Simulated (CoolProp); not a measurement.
Values from CoolProp's reference Helmholtz-energy equation of state, Thol 2018.

Question: Give the vapour pressure (bar), liquid density (kg/m³), vapour density (kg/m³), enthalpy of vaporisation (kJ/kg) of saturated hydrogen chloride at -51.75, 9.05 °C.

Answer: 
```tsv
T (°C)	p (bar)	liquid density (kg/m³)	vapour density (kg/m³)	enthalpy of vaporisation (kJ/kg)
-51.75	4.92	1100	10.6	404
9.05	32.6	890	72.1	289
```
